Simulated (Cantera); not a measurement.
What does this Cantera script print?

```python
import numpy as np
import cantera as ct

gas_names = """
    H HNO HNO2 HNO3 HO2 H2 H2O H2O2 N NH NH2 NH3 NH2OH NO NO2 NO3 N2 N2H2 N2H4 N2O O OH O2 O3 V VN VO
    VO2
""".split()
cond_names = """
    H2O(s) H2O(L) V(cr) V(L) VN(s) VO(s) VO(L) V2O3(s) V2O3(L) V2O4(I) V2O4(II) V2O4(L) V2O5(s) V2O5(L)
""".split()


# ... load() reads the species with a 1 bar reference pressure and builds the phases ...
atoms = {
    'V2O3': {'V': 2, 'O': 3},
    'H2': {'H': 2},
    'N2': {'N': 2},
}
top_T = {'VN(s)': 2300}  # K; cautious upper limits of use, not melting points


# ... equilibrate(T, P, feed) seeds the gas with the atoms and calls Mixture.equilibrate('TP', solver="vcs", rtol=1e-11, max_steps=5000) ...
results = []
feed = {'V2O3': 1, 'H2': 24, 'N2': 19}  # mol
T = 1348.15  # K
P = 10  # Pa
mix = equilibrate(T, P, feed)
results.append((T, P, feed, dict(zip(mix.species_names, mix.species_moles))))
print(gas.report(threshold=1e-05))
for i in range(1, mix.n_phases):
    print(f"{mix.phase(i).name:16s} {mix.phase_moles(i):12.5e} mol")
```

It prints:

```
       temperature   1348.2 K
          pressure   10 Pa
           density   1.2057e-05 kg/m^3
  mean mol. weight   13.515 kg/kmol
   phase of matter   gas

                          1 kg             1 kmol
                     ---------------   ---------------
          enthalpy        2.3716e+06        3.2053e+07  J
   internal energy        1.5423e+06        2.0844e+07  J
           entropy             21130        2.8558e+05  J/K
    Gibbs function       -2.6115e+07       -3.5295e+08  J
 heat capacity c_p            2430.6             32849  J/K
 heat capacity c_v            1815.3             24534  J/K

                      mass frac. Y      mole frac. X     chem. pot. / RT
                     ---------------   ---------------   ---------------
                 H         1.291e-05        0.00017309           -14.046
                H2          0.083118           0.55721           -28.093
               H2O         0.0010584        0.00079406           -63.803
                N2           0.91581           0.44182           -35.717
     [  +24 minor]        2.2839e-07        4.3488e-08

V(cr)             0.00000e+00 mol
VN(s)             0.00000e+00 mol
VO(s)             6.82963e-02 mol
V2O3(s)           9.65851e-01 mol
V2O4(II)          0.00000e+00 mol
V2O5(L)           0.00000e+00 mol
```

Equilibrium computed with Cantera from the NASA thermochemical tables; the gas is ideal and each condensed phase is pure. Mutual solubility and eutectic melting of coexisting phases are not modelled. VO: taken at fixed stoichiometry. Condensed phases not in the tables: the oxides between V2O3 and V2O5 other than VO2.
